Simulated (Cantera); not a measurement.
A closed system holds: 1 mol SiCl4, a varied amount of NH3, 0.7 mol H2, at 3.75 Torr.

Cantera equilibrium calculation (NASA polynomials, part measured and part estimated; ideal gas, pure solids and liquids). Candidate condensed phases: NH4Cl, Si, Si3N4; 28 gas species. The tables' values for SiCl3 are old estimates. Rates play no part.

**Question.** What condenses at these points (T in K, n(NH3) in mol): (1873, 0.46); (1423, 3.8); (1198, 1.5); (1873, 0.25); (1573, 3.8)?

**Answer.** 
| T (K) | n(NH3) in mol | condensed phases | Si condensed (%) |
|---|---|---|---|
| 1873 | 0.46 | gas only | 0.0 |
| 1423 | 3.8 | Si3N4 | 60.3 |
| 1198 | 1.5 | Si3N4 | 59.2 |
| 1873 | 0.25 | gas only | 0.0 |
| 1573 | 3.8 | Si3N4 | 4.5 |
